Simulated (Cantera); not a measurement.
# Catalytic combustion on Pt

An isothermal plug-flow reactor at 850 K and 2.20 bar (inlet), inlet velocity 1.5 m/s, active area per volume 1000 1/m; feed CH4 : O2 : N2 : H2O = 0.0036 : 0.011 : 0.79 : 0.036 (molar parts), equivalence ratio 0.65.

Detailed kinetics in Cantera: Deutschmann's 1995 Pt surface mechanism with GRI-Mech 3.0 gas chemistry. Catalytic surfaces can have several steady states; this one follows from the mechanism file's or the stated starting coverage. Mass transfer to the wall is taken as infinitely fast.

```json
[
 {"z (m)": "0.00037", "x CH4": "0.00427", "x O2": "0.0131", "x H2O": "0.0429", "x CO2": "1.38e-5", "x CO": "5.69e-7", "θ free Pt": "0.101", "θ O*": "0.891", "θ OH*": "0.00765"},
 {"z (m)": "0.00061", "x CH4": "0.00426", "x O2": "0.0130", "x H2O": "0.0429", "x CO2": "2.29e-5", "x CO": "7.53e-7", "θ free Pt": "0.101", "θ O*": "0.891", "θ OH*": "0.00765"},
 {"z (m)": "0.001", "x CH4": "0.00424", "x O2": "0.0130", "x H2O": "0.0429", "x CO2": "3.78e-5", "x CO": "9.04e-7", "θ free Pt": "0.101", "θ O*": "0.891", "θ OH*": "0.00766"},
 {"z (m)": "0.0017", "x CH4": "0.00422", "x O2": "0.0130", "x H2O": "0.0430", "x CO2": "6.48e-5", "x CO": "9.87e-7", "θ free Pt": "0.101", "θ O*": "0.891", "θ OH*": "0.00767"},
 {"z (m)": "0.0029", "x CH4": "0.00417", "x O2": "0.0129", "x H2O": "0.0431", "x CO2": "0.000111", "x CO": "9.99e-7", "θ free Pt": "0.101", "θ O*": "0.891", "θ OH*": "0.00768"},
 {"z (m)": "0.0048", "x CH4": "0.00410", "x O2": "0.0127", "x H2O": "0.0432", "x CO2": "0.000183", "x CO": "9.84e-7", "θ free Pt": "0.102", "θ O*": "0.890", "θ OH*": "0.00771"},
 {"z (m)": "0.0079", "x CH4": "0.00398", "x O2": "0.0125", "x H2O": "0.0434", "x CO2": "0.000300", "x CO": "9.59e-7", "θ free Pt": "0.102", "θ O*": "0.890", "θ OH*": "0.00774"},
 {"z (m)": "0.013", "x CH4": "0.00379", "x O2": "0.0121", "x H2O": "0.0438", "x CO2": "0.000488", "x CO": "9.17e-7", "θ free Pt": "0.103", "θ O*": "0.889", "θ OH*": "0.00781"},
 {"z (m)": "0.022", "x CH4": "0.00347", "x O2": "0.0115", "x H2O": "0.0444", "x CO2": "0.000806", "x CO": "8.46e-7", "θ free Pt": "0.105", "θ O*": "0.887", "θ OH*": "0.00792"},
 {"z (m)": "0.037", "x CH4": "0.00298", "x O2": "0.0105", "x H2O": "0.0454", "x CO2": "0.00130", "x CO": "7.33e-7", "θ free Pt": "0.108", "θ O*": "0.884", "θ OH*": "0.00810"}
]
```
x: gas mole fraction; θ: surface coverage.
